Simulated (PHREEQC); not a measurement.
PHREEQC input (ion-association model, phreeqc.dat):

```
SOLUTION 0
  temp 15
  units mmol/kgw
  pH 7 charge
  Cl 9.11
  Li 3.5
  Na 5.6
  O(0) 1 O2(g) -0.68
SOLUTION 1-30
  temp 15
  units mmol/kgw
  pH 7 charge
  Cl 19.81
  Cd 4.4
  Na 11
  O(0) 1 O2(g) -0.68
END
EXCHANGE 1-30
  X 0.0097
  -equilibrate 1
END
SELECTED_OUTPUT 1
  -reset false
  -pH true
  -pe true
  -ionic_strength true
  -water true
  -step true
  -totals Cd Cl Li Na
  -molalities CdX2 NaX LiX
  -saturation_indices Halite Cd(OH)2
PRINT
  -reset false
TRANSPORT
  -cells 30
  -shifts 150
  -lengths 0.0166667
  -time_step 300
  -dispersivities 0.04
  -boundary_conditions flux flux
  -correct_disp true
  -punch_cells 30
  -punch_frequency 5
END
```

Selected output (columns that matter, 17 of 31 rows; pore volumes added in front):

```
pore volumes	pH	mu	Cd	Cl	Li	Na	m_CdX2	m_NaX	m_LiX	si_Halite	si_Cd(OH)2
0	5.0467	0.019726	0.0044	0.01981	0	0.011	0.0044191	0.00086176	0	-5.3947	-6.4473
0.35	5.0466	0.019689	0.0043851	0.019769	7.6452e-06	0.010982	0.004419	0.00086147	4.8916e-07	-5.3962	-6.4483
0.6833	5.0454	0.017638	0.0035565	0.017545	0.00054719	0.0098748	0.0044099	0.00084214	3.8061e-05	-5.4816	-6.5138
1.0167	5.0423	0.013727	0.0020703	0.013471	0.0016509	0.0076693	0.004369	0.00081825	0.00014366	-5.6795	-6.696
1.35	5.0396	0.011117	0.0011482	0.010887	0.0024268	0.006154	0.0042903	0.00084696	0.00027241	-5.8469	-6.9129
1.5167	5.0388	0.010391	0.00089276	0.010192	0.0026667	0.0057298	0.0042421	0.00088126	0.00033453	-5.9001	-7.0107
1.85	5.0378	0.0096396	0.00060264	0.0094906	0.0029652	0.0053102	0.0041418	0.00097322	0.00044324	-5.9566	-7.1694
2.1833	5.0375	0.0093548	0.00045578	0.0092384	0.0031269	0.00519	0.0040463	0.0010778	0.00052962	-5.9747	-7.2865
2.5167	5.0374	0.0092474	0.00036951	0.0091524	0.0032192	0.0051842	0.0039597	0.0011819	0.00059862	-5.9773	-7.3764
2.85	5.0373	0.0092041	0.00031239	0.0091238	0.0032749	0.0052141	0.003882	0.0012802	0.00065579	-5.9749	-7.449
3.1833	5.0373	0.0091841	0.00027143	0.0091145	0.0033107	0.0052509	0.0038121	0.0013708	0.00070493	-5.9715	-7.5101
3.5167	5.0373	0.009173	0.00024047	0.0091114	0.0033353	0.0052852	0.0037488	0.001454	0.00074838	-5.9682	-7.5628
3.6833	5.0373	0.009169	0.00022765	0.0091108	0.003345	0.0053005	0.0037193	0.0014929	0.00076843	-5.9667	-7.5867
4.0167	5.0373	0.0091628	0.00020592	0.0091103	0.0033607	0.0053277	0.0036639	0.0015663	0.00080584	-5.9641	-7.6303
4.35	5.0373	0.0091581	0.0001882	0.0091101	0.0033731	0.0053506	0.0036128	0.0016341	0.00084023	-5.9619	-7.6695
4.6833	5.0373	0.0091542	0.00017348	0.00911	0.0033832	0.0053699	0.0035654	0.0016971	0.00087212	-5.9601	-7.7049
5.0167	5.0373	0.009151	0.00016103	0.00911	0.0033917	0.0053863	0.003521	0.0017561	0.00090188	-5.9585	-7.7373
```

Complexes and solids missing from the database can't appear.
